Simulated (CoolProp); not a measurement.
Properties of carbon monoxide along the isotherm 186 K.

Model: reference Helmholtz-energy equation of state, Lemmon 2006, in CoolProp. It is a short technical equation, of lower accuracy than the large ones.

```json
[
 {"p (MPa)": "0.375", "phase": "gas", "Joule-Thomson coefficient (K/MPa)": "5.976", "fugacity coefficient": "0.9875"},
 {"p (MPa)": "0.75", "phase": "gas", "Joule-Thomson coefficient (K/MPa)": "5.932", "fugacity coefficient": "0.9752"},
 {"p (MPa)": "1.12", "phase": "gas", "Joule-Thomson coefficient (K/MPa)": "5.882", "fugacity coefficient": "0.9632"},
 {"p (MPa)": "1.5", "phase": "gas", "Joule-Thomson coefficient (K/MPa)": "5.825", "fugacity coefficient": "0.9510"},
 {"p (MPa)": "1.87", "phase": "gas", "Joule-Thomson coefficient (K/MPa)": "5.762", "fugacity coefficient": "0.9393"},
 {"p (MPa)": "2.25", "phase": "gas", "Joule-Thomson coefficient (K/MPa)": "5.691", "fugacity coefficient": "0.9275"},
 {"p (MPa)": "2.62", "phase": "gas", "Joule-Thomson coefficient (K/MPa)": "5.615", "fugacity coefficient": "0.9162"},
 {"p (MPa)": "3", "phase": "gas", "Joule-Thomson coefficient (K/MPa)": "5.530", "fugacity coefficient": "0.9048"},
 {"p (MPa)": "3.37", "phase": "gas", "Joule-Thomson coefficient (K/MPa)": "5.439", "fugacity coefficient": "0.8938"},
 {"p (MPa)": "3.75", "phase": "supercritical", "Joule-Thomson coefficient (K/MPa)": "5.339", "fugacity coefficient": "0.8827"},
 {"p (MPa)": "4.12", "phase": "supercritical", "Joule-Thomson coefficient (K/MPa)": "5.233", "fugacity coefficient": "0.8721"},
 {"p (MPa)": "4.5", "phase": "supercritical", "Joule-Thomson coefficient (K/MPa)": "5.117", "fugacity coefficient": "0.8614"},
 {"p (MPa)": "4.87", "phase": "supercritical", "Joule-Thomson coefficient (K/MPa)": "4.997", "fugacity coefficient": "0.8511"},
 {"p (MPa)": "5.25", "phase": "supercritical", "Joule-Thomson coefficient (K/MPa)": "4.867", "fugacity coefficient": "0.8408"}
]
```
